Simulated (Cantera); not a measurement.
A perfectly stirred reactor is fed with CH4 : CO : O2 : N2 = 1 : 0.43 : 1.85 : 6.94 (molar parts), equivalence ratio 1.2, at 6.50 bar; it is adiabatic with a 798 K inlet, and is followed from long to short residence time, starting on the burning branch (τ in s: 0.021, 0.0091, 0.0041, 0.0018, 0.0008, 0.00036, 0.00016, 7e-05, 3.1e-05, 1.4e-05, 6.1e-06).

Model: GRI-Mech 3.0 (53 species, 325 reactions), integrated in Cantera.

Q: Predict: blow-out, bracketed by the residence times tried; x(CH4) at τ = 21.0 ms; x(CO) at τ = 21.0 ms; x(O2) at τ = 21.0 ms; x(HO2) at τ = 21.0 ms; x(NO) at τ = 21.0 ms; x(CH4) at τ = 0.360 ms; x(CO) at τ = 0.360 ms; x(O2) at τ = 0.360 ms; x(HO2) at τ = 0.360 ms; x(NO) at τ = 0.360 ms.

A: blow-out, bracketed by the residence times tried: burning at 14.0 µs, out at 6.10 µs
x(CH4) at τ = 21.0 ms: 3.10e-6
x(CO) at τ = 21.0 ms: 0.0552
x(O2) at τ = 21.0 ms: 0.000705
x(HO2) at τ = 21.0 ms: 4.58e-7
x(NO) at τ = 21.0 ms: 0.00111
x(CH4) at τ = 0.360 ms: 7.03e-5
x(CO) at τ = 0.360 ms: 0.0583
x(O2) at τ = 0.360 ms: 0.00324
x(HO2) at τ = 0.360 ms: 2.43e-6
x(NO) at τ = 0.360 ms: 0.000708
